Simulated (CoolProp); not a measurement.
Vapour-liquid equilibrium of dimethyl carbonate (1) + n-octane (2) at 404.4 K; x and y are mole fractions of (1).

Computed with CoolProp (multi-fluid Helmholtz-energy mixture model, Zhou 2011 and Beckmüller 2019; pair parameters Bell 2016).

Q: Give the bubble pressure and the first vapour's composition at x = 0.15, 0.65, 0.95. Is there an azeotrope?

A: x = 0.15: 208.3 kPa, y = 0.489; x = 0.65: 317.0 kPa, y = 0.778; x = 0.95: 326.9 kPa, y = 0.940. y crosses x between x = 0.85 and 0.95: the model has an azeotrope there.

Pair parameters are fitted to limited data, so mixtures are less certain than the pure fluids.
